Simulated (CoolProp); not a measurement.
Carbon dioxide along the isobar 9.62 MPa: Z from the reference equation and from simpler models built on Tc = 304.1 K, pc = 7.377 MPa, ω = 0.224; each cubic takes its own stable root.

Computed with CoolProp (reference Helmholtz-energy equation of state, Span 1996).

```
T (K)          phase  reference
-----  -------------  ---------
222           liquid     0.1947
252.4         liquid     0.1893
282.7         liquid     0.1958
313.1  supercritical     0.2731
343.5  supercritical     0.6417
373.9  supercritical     0.7641
404.2  supercritical     0.8337
434.6  supercritical     0.8795
465    supercritical     0.9117
495.4  supercritical     0.9352
525.7  supercritical     0.9529
```

Task: How far does each simpler model (van der Waals, Redlich-Kwong, Soave-Redlich-Kwong, Peng-Robinson) lie from the reference over these 11 states: mean and median of the absolute difference, and the worst?

Result: 
- van der Waals: mean 20.6 %, median 5.7 %, worst +57.6 % at 222 K and 9.62 MPa
- Redlich-Kwong: mean 6.6 %, median 2.8 %, worst +16.4 % at 282.7 K and 9.62 MPa
- Soave-Redlich-Kwong: mean 6.3 %, median 2.6 %, worst +21.4 % at 313.1 K and 9.62 MPa
- Peng-Robinson: mean 2.4 %, median 1.0 %, worst +12.1 % at 313.1 K and 9.62 MPa
